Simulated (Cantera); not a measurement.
## Counterflow diffusion flame

A counterflow diffusion flame at 0.560 bar, nozzles 20 mm apart: fuel side CO : H2 : CH4 : N2 = 1 : 1.1 : 0.57 : 0.37 (molar parts) at 300 K, oxidiser side O2 : N2 = 0.23 : 0.77 (molar parts) at 750 K, fuel mass flux 0.95 times the oxidiser's; mixture-averaged transport, no radiation.

Model: GRI-Mech 3.0 (53 species, 325 reactions), integrated in Cantera. GRI-Mech 3.0 has no aromatics or soot, which form on the fuel side of real flames. The maximum strain rate includes the flame's own expansion and is several times the mean.

```tsv
oxidiser flux (kg/m²/s)	max strain (1/s)	mean strain (1/s)	T max (K)	peak x OH	peak x H	peak x NO	peak x CO	peak x C2H2
0.34	457	109	2158	0.0153	0.0133	0.000195	0.343	0.00692
0.52	674	167	2123	0.0150	0.0146	0.000163	0.342	0.00706
0.8	1000	257	2085	0.0145	0.0158	0.000131	0.342	0.00700
1.2	1460	386	2050	0.0139	0.0169	0.000105	0.342	0.00676
1.9	2250	611	2013	0.0132	0.0180	7.84e-5	0.342	0.00629
3	3460	965	1973	0.0122	0.0188	5.47e-5	0.342	0.00543
4.6	5170	1480	1926	0.0111	0.0191	3.51e-5	0.342	0.00425
7.1	7780	2280	1861	0.00946	0.0186	1.87e-5	0.342	0.00272
```
x: mole fraction; the columns are a selection and need not sum to one.
